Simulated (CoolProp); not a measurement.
R1132(E) along the isotherm 400 K: density (kg/m³) from the reference equation and from simpler models built on Tc = 348.8 K, pc = 5.174 MPa, ω = 0.245; each cubic takes its own stable root.

The numbers come from the reference Helmholtz-energy equation of state, Akasaka 2024 in CoolProp.

```
p (MPa)          phase  reference
-------  -------------  ---------
0.591              gas      11.67
1.18               gas      23.92
1.77               gas      36.90
2.36               gas      50.68
2.95               gas      65.36
3.55               gas      81.37
4.14               gas      98.33
4.73               gas      116.7
5.32     supercritical      136.7
5.91     supercritical      158.6
6.5      supercritical      182.8
```

Q: How far does each simpler model (ideal gas, van der Waals, Soave-Redlich-Kwong) lie from the reference over these 11 states: mean and median of the absolute difference, and the worst?

A: 
- ideal gas: mean 16.4 %, median 16.0 %, worst -31.5 % at 400 K and 6.5 MPa
- van der Waals: mean 1.6 %, median 0.6 %, worst +6.2 % at 400 K and 6.5 MPa
- Soave-Redlich-Kwong: mean 1.0 %, median 0.7 %, worst -2.9 % at 400 K and 6.5 MPa
